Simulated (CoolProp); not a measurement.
Vapour-liquid equilibrium of C3F8 (R218) (1) + c-C4F8 (RC318) (2) at 0.3 MPa; x and y are mole fractions of (1).

The numbers come from the multi-fluid Helmholtz-energy mixture model, Lemmon 2006 and Platzer 1990; pair parameters Bell 2016 in CoolProp. This equation is an older, rougher fit; its heat capacities, sound speeds and derivatives of the liquid may be far off and weren't checked against measurements.

Q: Give the bubble temperature and the first vapour's composition at x = 0.05, 0.35, 0.95. Is there an azeotrope?

A: x = 0.05: 296.1 K, y = 0.072; x = 0.35: 287.2 K, y = 0.550; x = 0.95: 264.9 K, y = 0.989. No azeotrope shows between x = 0.05 and 0.95.

The pair parameters rest on a limited set of measurements; away from them the model extrapolates.
